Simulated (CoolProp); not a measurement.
Vapour pressure (MPa) of toluene: the reference equation beside estimates from Tc = 318.6 °C, pc = 4.126 MPa, ω = 0.266. Clausius-Clapeyron is anchored at 62.35 °C with a constant enthalpy of vaporisation of 36.00 kJ/mol.

Values from CoolProp's reference Helmholtz-energy equation of state, Lemmon 2006. It is a short technical equation, of lower accuracy than the large ones.

| T (°C) | reference | Clausius-Clapeyron | van der Waals |
|---|---|---|---|
| 28.65 | 0.004575 | 0.004812 | 0.1310 |
| 37.15 | ? | 0.007129 | 0.1572 |
| 45.55 | 0.01013 | 0.01030 | 0.1866 |
| 53.95 | 0.01451 | ? | 0.2196 |
| 62.35 | 0.02034 | 0.02034 | 0.2565 |
| 70.75 | 0.02795 | 0.02787 | 0.2974 |
| 79.25 | ? | 0.03776 | ? |
| 87.65 | 0.05029 | 0.05027 | 0.3930 |

### Question
Some entries are withheld; supply them.

### Answer

- 37.15, reference: 0.006913
- 53.95, Clausius-Clapeyron: 0.01460
- 79.25, reference: 0.03787
- 79.25, van der Waals: 0.3432

Absolute difference from the reference over all 8 rows, mean and median: Clausius-Clapeyron 1.4 and 0.5 %, van der Waals 1463.2 and 1287.3 %.
